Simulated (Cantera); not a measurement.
Mixture: 14.3 % CO, 1.30 % H2, 17.7 % O2, 66.7 % N2, equivalence ratio 0.44, at 1000000 Pa, adiabatic and at constant volume. Ignition delay is the time to a rise of 400 K.

Model: GRI-Mech 3.0 (53 species, 325 reactions), integrated in Cantera. The hydrogen kinetics of GRI-Mech 3.0 are dated; newer H2 mechanisms differ, most at raised pressure. Where the delays flatten at high temperature, the 400 K rule measures the pace of heat release, not the induction time.

**Question.** Predict: delay at 1050 K; delay at 1150 K; delay at 1250 K; delay at 1350 K; delay at 1450 K; apparent activation energy between 1400 and 1500 K.

**Answer.** 
- delay at 1050 K = 1.94 ms
- delay at 1150 K = 0.226 ms
- delay at 1250 K = 39.2 µs
- delay at 1350 K = 16.0 µs
- delay at 1450 K = 10.0 µs
- apparent activation energy between 1400 and 1500 K = 63 kJ/mol
